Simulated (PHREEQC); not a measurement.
## Leach liquor (model solution)

Consider water at 25 °C with 0.23 mol/kgw HCl and 0.22 mol/kgw MnSO4. Closed to the air; pH follows from the charge balance.

The numbers come from PHREEQC with the ion-association model, phreeqc.dat.

Each row changes one thing in this solution. This is a speciation only: nothing precipitates in the calculation.

```
case                                               pH  ionic strength (mol/kgw)
-----------------------------------------------  ----  ------------------------
as made                                          1.06                     0.619
diluted 100-fold with water                      2.72                   0.00955
MnSO4 from 0.22 to 0.44 mol/kgw                  1.23                         ?
MnSO4 replaced by MgSO4 at the same molality     1.02                     0.613
MnSO4 replaced by Mn(NO3)2 at the same molality  0.76                         ?
MnSO4 left out                                   0.74                     0.230
```

Question: Fill in the missing entries.

Answer: 
- MnSO4 from 0.22 to 0.44 mol/kgw, ionic strength (mol/kgw): 1.00
- MnSO4 replaced by Mn(NO3)2 at the same molality, ionic strength (mol/kgw): 0.804

The ionic strength passes 0.7 mol/kgw, the rough limit of the ion-association models, in MnSO4 from 0.22 to 0.44 mol/kgw; MnSO4 replaced by Mn(NO3)2 at the same molality. Complexes and solids missing from the database can't appear.
